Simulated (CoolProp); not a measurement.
Vapour-liquid equilibrium of n-heptane (1) + p-xylene (2) at 0.0848 MPa; x and y are mole fractions of (1).

Model: multi-fluid Helmholtz-energy mixture model, Span 2003 and Zhou 2012; pair parameters Bell 2016, in CoolProp.

| x | bubble temperature, mixture model (K) | bubble temperature, Raoult's law (K) | y, mixture model | y, Raoult's law |
|---|---|---|---|---|
| 0.05 | 400.6 | 401.6 | 0.155 | 0.134 |
| 0.2 | 390.6 | 393.0 | 0.457 | 0.432 |
| 0.35 | 383.5 | 386.0 | 0.634 | 0.628 |
| 0.5 | 378.1 | 380.1 | 0.753 | 0.762 |
| 0.65 | 373.8 | 375.0 | 0.843 | 0.859 |
| 0.8 | 370.0 | 370.6 | 0.916 | 0.931 |
| 0.95 | 366.6 | 366.8 | 0.980 | 0.985 |

The largest gap from Raoult's law is -2.5 K in bubble temperature, at x = 0.35. No azeotrope shows between x = 0.05 and 0.95.

The pair parameters rest on a limited set of measurements; away from them the model extrapolates.
